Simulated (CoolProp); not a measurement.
R1233zd(E) at several states: fugacity coefficient from the reference equation and from simpler models built on Tc = 438.9 K, pc = 3583 kPa, ω = 0.304; each cubic takes its own stable root.

Model: reference Helmholtz-energy equation of state, Akasaka 2022, in CoolProp.

```csv
T (K),p (kPa),phase,reference
269.7,13800,liquid,0.005357
438.4,2530,gas,0.7566
326.6,583,liquid,0.5146
374.7,20.1,gas,0.9966
331.8,24.6,gas,0.9938
202.7,8360,liquid,0.0001074
```

How far does each simpler model (Redlich-Kwong, Soave-Redlich-Kwong) lie from the reference over these 6 states: mean and median of the absolute difference, and the worst?


- Redlich-Kwong: mean 93.1 %, median 27.1 %, worst +362.0 % at 202.7 K and 8360 kPa
- Soave-Redlich-Kwong: mean 1.7 %, median 1.4 %, worst +5.3 % at 269.7 K and 13800 kPa
